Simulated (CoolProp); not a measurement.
Vapour pressure (bar) of oxygen: the reference equation beside estimates from Tc = 154.6 K, pc = 50.46 bar, ω = 0.022. Clausius-Clapeyron is anchored at 117 K with a constant enthalpy of vaporisation of 5.723 kJ/mol.

Computed with CoolProp (reference Helmholtz-energy equation of state, Schmidt 1985).

```json
[
 {"T (K)": "105.4", "reference": "3.901", "Lee-Kesler": "3.897", "Clausius-Clapeyron": "4.476", "van der Waals": "8.829", "Redlich-Kwong": "3.517", "Soave-Redlich-Kwong": "3.889", "Peng-Robinson": "3.922"},
 {"T (K)": "108.3", "reference": "4.824", "Lee-Kesler": "4.823", "Clausius-Clapeyron": "5.332", "van der Waals": "10.15", "Redlich-Kwong": "4.440", "Soave-Redlich-Kwong": "4.822", "Peng-Robinson": "4.846"},
 {"T (K)": "111.2", "reference": "5.897", "Lee-Kesler": "5.900", "Clausius-Clapeyron": "6.293", "van der Waals": "11.60", "Redlich-Kwong": "5.527", "Soave-Redlich-Kwong": "5.909", "Peng-Robinson": "5.923"},
 {"T (K)": "114.1", "reference": "7.136", "Lee-Kesler": "7.142", "Clausius-Clapeyron": "7.365", "van der Waals": "13.18", "Redlich-Kwong": "6.791", "Soave-Redlich-Kwong": "7.166", "Peng-Robinson": "7.165"},
 {"T (K)": "117", "reference": "8.553", "Lee-Kesler": "8.561", "Clausius-Clapeyron": "8.553", "van der Waals": "14.89", "Redlich-Kwong": "8.248", "Soave-Redlich-Kwong": "8.607", "Peng-Robinson": "8.589"},
 {"T (K)": "119.8", "reference": "10.10", "Lee-Kesler": "10.11", "Clausius-Clapeyron": "9.814", "van der Waals": "16.67", "Redlich-Kwong": "9.850", "Soave-Redlich-Kwong": "10.19", "Peng-Robinson": "10.15"},
 {"T (K)": "122.7", "reference": "11.92", "Lee-Kesler": "11.92", "Clausius-Clapeyron": "11.24", "van der Waals": "18.65", "Redlich-Kwong": "11.73", "Soave-Redlich-Kwong": "12.03", "Peng-Robinson": "11.97"},
 {"T (K)": "125.6", "reference": "13.95", "Lee-Kesler": "13.95", "Clausius-Clapeyron": "12.80", "van der Waals": "20.77", "Redlich-Kwong": "13.83", "Soave-Redlich-Kwong": "14.10", "Peng-Robinson": "14.02"},
 {"T (K)": "128.5", "reference": "16.22", "Lee-Kesler": "16.21", "Clausius-Clapeyron": "14.48", "van der Waals": "23.03", "Redlich-Kwong": "16.19", "Soave-Redlich-Kwong": "16.41", "Peng-Robinson": "16.30"},
 {"T (K)": "131.4", "reference": "18.74", "Lee-Kesler": "18.73", "Clausius-Clapeyron": "16.30", "van der Waals": "25.45", "Redlich-Kwong": "18.80", "Soave-Redlich-Kwong": "18.98", "Peng-Robinson": "18.85"},
 {"T (K)": "134.3", "reference": "21.53", "Lee-Kesler": "21.51", "Clausius-Clapeyron": "18.25", "van der Waals": "28.02", "Redlich-Kwong": "21.69", "Soave-Redlich-Kwong": "21.82", "Peng-Robinson": "21.67"},
 {"T (K)": "137.1", "reference": "24.50", "Lee-Kesler": "24.47", "Clausius-Clapeyron": "20.26", "van der Waals": "30.65", "Redlich-Kwong": "24.75", "Soave-Redlich-Kwong": "24.83", "Peng-Robinson": "24.66"},
 {"T (K)": "140", "reference": "27.88", "Lee-Kesler": "27.84", "Clausius-Clapeyron": "22.49", "van der Waals": "33.52", "Redlich-Kwong": "28.20", "Soave-Redlich-Kwong": "28.24", "Peng-Robinson": "28.06"}
]
```

Absolute difference from the reference over all 13 rows, mean and median: Lee-Kesler 0.1 and 0.1 %, Clausius-Clapeyron 9.8 and 10.5 %, van der Waals 62.8 and 56.5 %, Redlich-Kwong 3.1 and 1.6 %, Soave-Redlich-Kwong 0.8 and 0.9 %, Peng-Robinson 0.5 and 0.5 %.
